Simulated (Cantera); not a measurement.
Input: 1 mol FeS, 1.6 mol SO2, 0.45 mol H2O, 2 mol SO3, held at 650 °C and 0.210 bar.

Equilibrium computed with Cantera from the NASA thermochemical tables; the gas is ideal and each condensed phase is pure. Candidate condensed phases: Fe, FeO, Fe(OH)2, Fe(OH)3, FeS, FeSO4, FeS2, Fe2O3, Fe2(SO4)3, Fe3O4, H2O, H2SO4, S; 22 gas species. FeS: taken at fixed stoichiometry. Gases not in the tables: S3 to S7. Equilibrium is a limit: real reactors are often held back by kinetics, nucleation or transport.

Base state: SO2 0.881, H2O 0.0944, S2 0.0204, S2O 0.00208, H2S 0.00189, H2 8.64e-5, SO 1.02e-5 (mole fractions); condensed: FeS(s) + Fe3O4(s).

**Question.** What changes in the equilibrium state with this change: temperature from 650 °C to 1150 °C?

**Answer.** 
| species | before | after |
|---|---|---|
| SO2 | 0.881 | 0.852 |
| H2O | 0.0944 | 0.0901 |
| S2 | 0.0204 | 0.0473 |
| SO | 1.02e-5 | 0.00323 |
| SH | 5.15e-7 | 0.000123 |
| H2 | 8.64e-5 | 0.00230 |
| S2O | 0.00208 | 0.00322 |
| FeS(s), mol | 0.269 | 0 |
| Fe3O4(s), mol | 0.244 | 0 |
| FeO(s), mol | 0 | 1.000 |
The tables' stoichiometric FeO is somewhat more stable than real wüstite, so its field is too wide. FeO: taken at fixed stoichiometry.
